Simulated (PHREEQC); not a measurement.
Synthetic water in mg/L, 12 °C, pH 6.09, pe -0.1: Na 0.013; K 0.000413; Ca 0.0143; Mg 0.00165; Cl 0.0131; S(6) as SO4 0.019; Alkalinity as HCO3 0.0428; Fe(2) 0.000344; B 5.62e-06; Si as SiO2 1.71e-05; N(-3) as NH4 2.06e-05.

Valence states are taken as typed.

Model: ion-association model, wateq4f.dat, run in PHREEQC.

```
quantity                    before     after
------------------------  --------  --------
ionic strength (mol/kgw)   2.90e-6   2.16e-6
CO2 (mol/kgw)              3.41e-6   1.67e-7
HCO3- (mol/kgw)            1.51e-6   7.39e-7
CO3-2 (mol/kgw)           6.44e-11  3.15e-10
CaSO4 (mol/kgw)           1.22e-11  1.22e-11
SI of Quartz (SiO2)          -5.37     -5.37
```

**Question.** Which change was made?
A. Alkalinity from 0.0428 to 0.0214 mg/L
B. pH from 6.09 to 5.5 at the same alkalinity
C. pH from 6.09 to 7.09 at the same alkalinity
D. S(6) from 0.019 to 0.038 mg/L

**Answer.** C, pH from 6.09 to 7.09 at the same alkalinity

Precipitation was switched off in this run. Away from 25 °C the constants follow the database's enthalpies or fits; those with neither stay at their 25 °C values.
